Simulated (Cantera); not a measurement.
**Silicon nitride deposition: SiF4 + N2 + Cl2**

Input: 1 mol SiF4, 2.8 mol N2, 0.19 mol Cl2, held at 3200 Pa.

Method: chemical equilibrium by Gibbs-energy minimisation in Cantera with the NASA 1993 tables (ideal gas, pure condensed phases). Candidate condensed phases: Si, Si3N4; 24 gas species. The tables' values for SiF3 are old estimates; treat these amounts as uncertain. Equilibrium is a limit: real reactors are often held back by kinetics, nucleation or transport.

```csv
T (K),x N2,x SiF4,x Cl,x Cl2
898,0.702,0.251,8.69e-5,0.0476
998,0.702,0.251,0.000459,0.0474
1098,0.701,0.250,0.00179,0.0467
1198,0.700,0.250,0.00547,0.0448
1298,0.697,0.249,0.0137,0.0404
1398,0.692,0.247,0.0283,0.0328
1498,0.685,0.245,0.0482,0.0224
1598,0.678,0.242,0.0674,0.0123
1698,0.674,0.241,0.0801,0.00568
1798,0.671,0.240,0.0863,0.00243
```
x: gas mole fraction; nothing condenses.

From 898 K to 1798 K nothing is condensed. The main Si-bearing gas is SiF4 throughout.
